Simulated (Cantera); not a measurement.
Input: 1 mol SiC, 0.0046 mol H2O, 270 mol N2, held at 1827 °C.

Method: chemical equilibrium by Gibbs-energy minimisation in Cantera with the NASA 1993 tables (ideal gas, pure condensed phases). Candidate condensed phases: C, C6H6, C7H8, C8H18, H2O, Si, SiC, SiO2, Si2N2O, Si3N4; 151 gas species. Mutual solubility and eutectic melting of coexisting phases are not modelled. The tables' values for SiN are old estimates; treat these amounts as uncertain. The numbers say what is thermodynamically allowed, not how fast it happens.

x: gas mole fraction; n: condensed amount in mol.

```tsv
P (Pa)	x N2	x Si	x CN	x C3	x C	x SiC2	x Si2C	n C(graphite)	n SiC(s)	n Si3N4(s)
0.100	0.994	0.00346	0.00195	0.000289	0.000237	0.000223	4.71e-8	___	0	0
1	0.996	0.00346	0.000617	2.89e-5	2.37e-5	0.000223	4.71e-7	___	0	0
10	0.996	0.00345	0.000195	2.89e-6	2.37e-6	0.000222	4.68e-6	0.814	0	0
100	0.996	0.00336	6.17e-5	2.89e-7	2.37e-7	0.000216	4.44e-5	0.845	0	0
1000	0.999	0.00104	1.95e-5	2.89e-8	2.37e-8	6.70e-5	4.26e-5	___	0.670	0
10000	1.000	0.000104	6.18e-6	2.89e-9	2.37e-9	6.70e-6	4.26e-6	___	0.966	0
100000	1.000	2.65e-5	7.68e-7	1.75e-11	9.30e-11	2.63e-7	1.08e-6	0	0.990	0
1000000	1.000	1.98e-6	3.25e-7	4.17e-12	1.24e-11	3.52e-8	8.11e-8	0	0.988	0.00348
```

Task: What belongs in the gaps?

Result: 
- 0.100, n C(graphite): 0.0296
- 1, n C(graphite): 0.673
- 1000, n C(graphite): 0.266
- 10000, n C(graphite): 0.0150
